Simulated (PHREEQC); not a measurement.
Brine: an equilibrium model

Solution (75 °C): 4.8 mol MgCl2 and 0.19 mol K2SO4 per kg of water. It is in equilibrium with CO2 at log p = -3.5 (atm). Otherwise closed; pH follows from the charge balance.

Equilibrium calculation in PHREEQC: Pitzer model, pitzer.dat.

Each row changes one thing in this solution. This is a speciation only: nothing precipitates in the calculation.

```csv
case,pH,CO2 (mol/kgw),HCO3- (mol/kgw),CO3-2 (mol/kgw)
as made,2.99,7.52e-7,1.20e-7,2.49e-11
temperature from 75 to 25 °C,3.33,1.91e-6,…,1.32e-10
MgCl2 left out,6.39,…,7.89e-6,5.08e-9
temperature from 75 to 20 °C,3.38,2.20e-6,…,1.51e-10
K2SO4 left out,2.89,…,8.58e-8,2.11e-11
```

### Question
Complete the blanks.

### Answer

- temperature from 75 to 25 °C, HCO3- (mol/kgw): 6.32e-7
- MgCl2 left out, CO2 (mol/kgw): 3.96e-6
- temperature from 75 to 20 °C, HCO3- (mol/kgw): 7.46e-7
- K2SO4 left out, CO2 (mol/kgw): 8.04e-7

Some of these states are supersaturated (in Carnallite, Kainite, Sylvite, for instance). In brines, pH and single-ion activities rest on the MacInnes convention. Constants without temperature data keep their 25 °C values here.
